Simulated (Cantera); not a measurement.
Source: NASA polynomial tables (part measured, part estimated), evaluated in Cantera. Values are per mole of reaction as written; species without (g) are pure solids or liquids, kept so even where they would boil at 1 bar.

Q: Between 500 and 1700 K, where is each reaction favourable under standard conditions?
- 2 Cr₂N + 3 O(g) + 3 H₂O(g) ⇌ 2 Cr₂O₃ + 2 NH₃(g)

A: 
- 2 Cr₂N + 3 O(g) + 3 H₂O(g) ⇌ 2 Cr₂O₃ + 2 NH₃(g): ΔG° is -1816 kJ at 500 K and -1051 kJ at 1700 K; it stays negative (K > 1). ΔH° is -2142 kJ and ΔS° -642 J/K at 1700 K.
